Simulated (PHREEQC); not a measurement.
**Buffer**

A solution holds 0.097 mol KHCO3 and 8.8e-05 mol Na2B4O7 per kg of water, at 20 °C. Closed to the air; pH follows from the charge balance.

Equilibrium calculation in PHREEQC: ion-association model, wateq4f.dat.

Each row changes one thing in this solution. No solid was allowed to form.

```
case                                               pH  ionic strength (mol/kgw)  CO3-2 (mol/kgw)  CO2 (mol/kgw)  Na+ (mol/kgw)  NaHCO3 (mol/kgw)  SI of Nahcolite (NaHCO3)  SI of Natron (Na2CO3:10H2O)
-----------------------------------------------  ----  ------------------------  ---------------  -------------  -------------  ----------------  ------------------------  ---------------------------
as made                                          8.20                    0.0984          0.00127        0.00113       0.000169           5.47e-6                     -4.41                        -9.57
KHCO3 from 0.097 to 0.107 mol/kgw                 ___                       ___          0.00140        0.00126       0.000169           5.91e-6                     -4.37                        -9.55
KHCO3 from 0.097 to 0.0194 mol/kgw                ___                    0.0199         0.000290       0.000162       0.000174           1.42e-6                     -5.00                        -9.90
Na2B4O7 replaced by NaAlO2 at the same molality   ___                    0.0983          0.00119        0.00119        8.47e-5           2.74e-6                     -4.71                       -10.19
Na2B4O7 from 8.8e-05 to 1.76e-05 mol/kgw         8.18                    0.0982          0.00121        0.00118        3.39e-5           1.09e-6                     -5.11                       -10.98
```

Complete the blanks.


- KHCO3 from 0.097 to 0.107 mol/kgw, pH: 8.19
- KHCO3 from 0.097 to 0.107 mol/kgw, ionic strength (mol/kgw): 0.109
- KHCO3 from 0.097 to 0.0194 mol/kgw, pH: 8.39
- Na2B4O7 replaced by NaAlO2 at the same molality, pH: 8.17

Some of these states are supersaturated (in Boehmite (slow to form), Gibbsite (slow to form), for instance).
